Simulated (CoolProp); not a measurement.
Saturation properties of decamethylcyclopentasiloxane (D5) (Tc = 345.1 °C, pc = 10.78 bar, ω = 0.631).

Values from CoolProp's reference Helmholtz-energy equation of state, Thol 2019.

| T (°C) | p (bar) | liquid density (kg/m³) | enthalpy of vaporisation (kJ/kg) |
|---|---|---|---|
| 10.95 | 5.194e-5 | 968.7 | 180.3 |
| 27.85 | 0.0002469 | 950.6 | 173.4 |
| 44.75 | 0.0009438 | 932.5 | 166.9 |
| 61.65 | 0.003013 | 914.5 | 160.7 |
| 78.45 | 0.008236 | 896.6 | 154.7 |
| 95.35 | 0.01998 | 878.4 | 148.9 |
| 112.25 | 0.04361 | 860.0 | 143.2 |
| 129.15 | 0.08705 | 841.4 | 137.6 |
| 146.05 | 0.1611 | 822.3 | 132.0 |
| 162.85 | 0.2785 | 802.9 | 126.5 |
| 179.75 | 0.4572 | 782.7 | 120.8 |
| 196.65 | 0.7159 | 761.7 | 115.0 |

It boils at 210.9 °C under 1 atm.
